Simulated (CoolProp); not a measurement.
Vapour-liquid equilibrium of R22 (1) + methanol (2) at 0.366 MPa; x and y are mole fractions of (1).

The numbers come from the multi-fluid Helmholtz-energy mixture model, Kamei 1995 and de Reuck 1993; pair parameters Bell 2016 in CoolProp.

```
x     bubble temperature (°C)  y at the bubble point  dew temperature at overall composition x (°C)  liquid density (mol/L)
----  -----------------------  ---------------------  ---------------------------------------------  ----------------------
0.05                     74.5                  0.597                                           99.4                   22.40
0.2                      30.7                  0.943                                           94.0                   21.98
0.35                     14.5                  0.978                                           87.8                   20.81
0.5                       6.1                  0.988                                           80.4                   19.51
0.65                      0.7                  0.993                                           70.8                   18.19
0.8                      -3.5                  0.996                                           57.1                   16.89
0.95                     -7.6                  0.999                                           28.4                   15.60
```

No azeotrope shows between x = 0.05 and 0.95.

The pair parameters rest on a limited set of measurements; away from them the model extrapolates.
